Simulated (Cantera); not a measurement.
# MgO + SO3 + N2 (roasting and sulfation)

Input: 1 mol MgO, 2.4 mol SO3, 7.9 mol N2, held at 100 Torr.

Method: chemical equilibrium by Gibbs-energy minimisation in Cantera with the NASA 1993 tables (ideal gas, pure condensed phases). Candidate condensed phases: Mg, MgO, MgS, MgSO4, S; 22 gas species. Mutual solubility and eutectic melting of coexisting phases are not modelled. Kinetics and transport are ignored.

At 1125 K the condensed part is MgSO4(s). At 1175 K the condensed part is MgO(s) + MgSO4(s). From 1225 K to 1675 K the condensed part is MgO(s).

```json
[
 {"T (K)": "1125", "log p N2": "-0.98", "log p SO2": "-1.75", "log p O2": "-2.05", "log p SO3": "-3.08", "n MgSO4(s)": "1.00", "n MgO(s)": "0"},
 {"T (K)": "1175", "log p N2": "-1.00", "log p SO2": "-1.67", "log p O2": "-1.97", "log p SO3": "-3.15", "n MgSO4(s)": "0.647", "n MgO(s)": "0.353"},
 {"T (K)": "1225", "log p N2": "-1.04", "log p SO2": "-1.57", "log p O2": "-1.87", "log p SO3": "-3.17", "n MgSO4(s)": "0", "n MgO(s)": "1.00"},
 {"T (K)": "1275", "log p N2": "-1.04", "log p SO2": "-1.56", "log p O2": "-1.86", "log p SO3": "-3.33", "n MgSO4(s)": "0", "n MgO(s)": "1.00"},
 {"T (K)": "1325", "log p N2": "-1.04", "log p SO2": "-1.56", "log p O2": "-1.86", "log p SO3": "-3.48", "n MgSO4(s)": "0", "n MgO(s)": "1.00"},
 {"T (K)": "1375", "log p N2": "-1.04", "log p SO2": "-1.56", "log p O2": "-1.86", "log p SO3": "-3.61", "n MgSO4(s)": "0", "n MgO(s)": "1.00"},
 {"T (K)": "1425", "log p N2": "-1.04", "log p SO2": "-1.56", "log p O2": "-1.86", "log p SO3": "-3.74", "n MgSO4(s)": "0", "n MgO(s)": "1.00"},
 {"T (K)": "1475", "log p N2": "-1.04", "log p SO2": "-1.56", "log p O2": "-1.86", "log p SO3": "-3.86", "n MgSO4(s)": "0", "n MgO(s)": "1.00"},
 {"T (K)": "1525", "log p N2": "-1.04", "log p SO2": "-1.56", "log p O2": "-1.86", "log p SO3": "-3.97", "n MgSO4(s)": "0", "n MgO(s)": "1.00"},
 {"T (K)": "1575", "log p N2": "-1.04", "log p SO2": "-1.56", "log p O2": "-1.86", "log p SO3": "-4.07", "n MgSO4(s)": "0", "n MgO(s)": "1.00"},
 {"T (K)": "1625", "log p N2": "-1.04", "log p SO2": "-1.56", "log p O2": "-1.86", "log p SO3": "-4.17", "n MgSO4(s)": "0", "n MgO(s)": "1.00"},
 {"T (K)": "1675", "log p N2": "-1.04", "log p SO2": "-1.56", "log p O2": "-1.86", "log p SO3": "-4.26", "n MgSO4(s)": "0", "n MgO(s)": "1.00"}
]
```
log p: log10 of the partial pressure in bar; n: condensed amount in mol.
